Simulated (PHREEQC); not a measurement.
**Silver or lead bath (model solution)**

Dissolve 1.5 mmol/kgw Ag2SO4 at 25 °C. Closed to the air; pH follows from the charge balance.

Computed with PHREEQC (ion-association model, wateq4f.dat).

Each row changes one thing in this solution. This is a speciation only: nothing precipitates in the calculation.

```json
[
 {"case": "as made", "pH": "6.97", "ionic strength (mol/kgw)": "0.00438", "SO4-2 (mol/kgw)": "0.00144", "HSO4- (mol/kgw)": "1.21e-8"},
 {"case": "Ag2SO4 from 0.0015 to 0.00165 mol/kgw", "pH": "6.97", "ionic strength (mol/kgw)": "0.00480", "SO4-2 (mol/kgw)": "0.00158", "HSO4- (mol/kgw)": "1.32e-8"},
 {"case": "Ag2SO4 from 0.0015 to 0.0075 mol/kgw", "pH": "6.91", "ionic strength (mol/kgw)": "0.0204", "SO4-2 (mol/kgw)": "0.00648", "HSO4- (mol/kgw)": "5.19e-8"},
 {"case": "diluted 5-fold with water", "pH": "6.99", "ionic strength (mol/kgw)": "0.000894", "SO4-2 (mol/kgw)": "0.000297", "HSO4- (mol/kgw)": "2.65e-9"},
 {"case": "Ag2SO4 replaced by H2SO4 at the same molality", "pH": "2.59", "ionic strength (mol/kgw)": "0.00399", "SO4-2 (mol/kgw)": "0.00125", "HSO4- (mol/kgw)": "0.000255"},
 {"case": "diluted 10-fold with water", "pH": "7.00", "ionic strength (mol/kgw)": "0.000449", "SO4-2 (mol/kgw)": "0.000149", "HSO4- (mol/kgw)": "1.36e-9"}
]
```

Species that the database lacks are ignored.
